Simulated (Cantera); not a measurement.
Input (Python, Cantera):

```python
import numpy as np
import cantera as ct

gas = ct.Solution("gri30.yaml")
gas.TPX = 500, 1000000, {'CH4': 1, 'O2': 1.67, 'N2': 5}
flame = ct.FreeFlame(gas, width=0.008)
flame.set_refine_criteria(ratio=3, slope=0.08, curve=0.16)
flame.transport_model = "mixture-averaged"
flame.solve(loglevel=0, auto=True)
z, T = flame.grid, flame.T
thick = (T[-1] - T[0]) / np.gradient(T, z).max()
show = ['CH4', 'O2', 'H2O', 'NO', 'O', 'H']
print(f"laminar burning velocity  {flame.velocity[0] * 100:.3f} cm/s")
print(f"burnt temperature         {T[-1]:.1f} K")
print(f"thermal thickness         {thick * 1e3:.4f} mm")
print(f"grid points               {len(z)}")
z0 = z[flame.heat_release_rate.argmax()]
print(f"{'z/mm':>9s}{'T/K':>9s}{'u/(m/s)':>9s}" + "".join(f"{s:>11s}" for s in show))
rows = []
for k in (-3, -2, -1.5, -1, -0.5, -0.25, 0, 0.25, 0.5, 1, 2, 4, 8):
    zz = z0 + k * thick
    rows.append([k * thick, np.interp(zz, z, T), np.interp(zz, z, flame.velocity),
                 *(np.interp(zz, z, flame.X[gas.species_index(s)]) for s in show)])
    print(f"{rows[-1][0] * 1e3:9.3f}{rows[-1][1]:9.1f}{rows[-1][2]:9.3f}" + "".join(f"{x:11.3e}" for x in rows[-1][3:]))
```

Result:

```
laminar burning velocity  54.571 cm/s
burnt temperature         2492.7 K
thermal thickness         0.0544 mm
grid points               144
     z/mm      T/K  u/(m/s)        CH4         O2        H2O         NO          O          H
   -0.163    501.0    0.548  1.300e-01  2.172e-01  1.865e-04  2.904e-09  7.052e-14  1.421e-14
   -0.109    505.6    0.555  1.292e-01  2.163e-01  9.942e-04  1.850e-08  1.845e-12  5.027e-13
   -0.082    525.5    0.579  1.271e-01  2.142e-01  4.074e-03  1.016e-07  3.927e-11  2.447e-11
   -0.054    650.8    0.724  1.173e-01  2.036e-01  2.110e-02  1.011e-06  2.519e-09  7.073e-09
   -0.027   1202.3    1.364  7.738e-02  1.508e-01  8.681e-02  1.264e-05  3.106e-06  1.595e-05
   -0.014   1677.4    1.925  4.129e-02  9.793e-02  1.404e-01  2.966e-05  4.688e-05  2.307e-04
    0.000   2106.8    2.437  1.004e-02  4.316e-02  1.882e-01  5.532e-05  2.594e-04  1.688e-03
    0.014   2303.8    2.663  9.240e-04  1.428e-02  2.085e-01  9.245e-05  5.631e-04  3.824e-03
    0.027   2366.2    2.724  5.988e-05  5.394e-03  2.132e-01  1.223e-04  6.624e-04  4.474e-03
    0.054   2417.4    2.772  5.006e-07  1.883e-03  2.154e-01  1.465e-04  4.675e-04  3.796e-03
    0.109   2458.9    2.813  7.471e-10  8.047e-04  2.180e-01  1.604e-04  2.276e-04  2.576e-03
    0.218   2483.7    2.838  1.835e-12  3.582e-04  2.201e-01  1.712e-04  1.057e-04  1.715e-03
    0.435   2492.4    2.847  1.763e-12  2.250e-04  2.208e-01  1.836e-04  6.967e-05  1.380e-03
```

Model: GRI-Mech 3.0 (53 species, 325 reactions), integrated in Cantera. Burning velocities carry a grid error of a few per cent, more on coarse grids.
